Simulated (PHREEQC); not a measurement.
# Brine (model solution)

Dissolve 3.7 mol LiCl, 0.1 mol CaCl2 and 0.59 mol SrCl2 per kg of water at 25 °C. Closed to the air; pH follows from the charge balance.

Computed with PHREEQC (Pitzer model, pitzer.dat).

No solid was allowed to form.

Task: Predict the activity of water.

Result: activity of water 0.763.
